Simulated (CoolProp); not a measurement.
Vapour-liquid equilibrium of R22 (1) + R152A (2) at 0.0927 MPa; x and y are mole fractions of (1).

Computed with CoolProp (multi-fluid Helmholtz-energy mixture model, Kamei 1995 and Outcalt 1996; pair parameters Bell 2016).

| x | bubble temperature (K) | y at the bubble point | dew temperature at overall composition x (K) | liquid density (mol/L) |
|---|---|---|---|---|
| 0.05 | 246.3 | 0.086 | 246.6 | 15.42 |
| 0.125 | 245.0 | 0.205 | 245.8 | [?] |
| 0.2 | 243.7 | 0.316 | 245.0 | 15.57 |
| 0.275 | 242.4 | 0.417 | 244.2 | 15.64 |
| 0.35 | 241.1 | 0.511 | 243.2 | 15.72 |
| 0.425 | 239.8 | 0.596 | 242.3 | 15.80 |
| 0.5 | 238.5 | 0.673 | 241.2 | 15.87 |
| 0.575 | 237.2 | [?] | [?] | 15.95 |
| 0.65 | [?] | 0.805 | 238.9 | 16.03 |
| 0.725 | 234.7 | 0.860 | 237.6 | 16.10 |
| 0.8 | 233.5 | 0.907 | 236.1 | 16.18 |
| 0.875 | 232.3 | 0.947 | [?] | 16.25 |
| 0.95 | 231.2 | 0.981 | 232.2 | 16.32 |

Task: What belongs in the gaps?

Result: 
- 0.125, liquid density (mol/L): 15.49
- 0.575, y at the bubble point: 0.743
- 0.575, dew temperature at overall composition x (K): 240.1
- 0.65, bubble temperature (K): 235.9
- 0.875, dew temperature at overall composition x (K): 234.3

No azeotrope shows between x = 0.05 and 0.95.

Pair parameters are fitted to limited data, so mixtures are less certain than the pure fluids.
